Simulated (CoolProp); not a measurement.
The numbers come from the reference Helmholtz-energy equation of state, Span 1996 in CoolProp.

For carbon dioxide, give the phase and the speed of sound (m/s), viscosity (µPa s), Prandtl number at 390 K and 1.01 bar.


- 390 K and 1.01 bar: gas; speed of sound 304, viscosity 19.2, Prandtl number 0.749

Viscosity comes from a separate model (Laesecke 2017). Thermal conductivity comes from a separate model (Huber 2016).
